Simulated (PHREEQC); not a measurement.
Solution (25 °C): 0.16 mol/kgw CuSO4, 0.015 mol/kgw HNO3 and 0.00048 mol/kgw Na2SO4. Closed to the air; pH follows from the charge balance.

All values are PHREEQC results (ion-association model, wateq4f.dat), not measurements.

Precipitation was switched off in this run.

Estimate the pH, ionic strength.

pH 2.40; ionic strength 0.325 mol/kgw.

In which forms is Cu present?

Cu+2 51 %, CuSO4 49 % of the Cu.

Complexes and solids missing from the database can't appear.
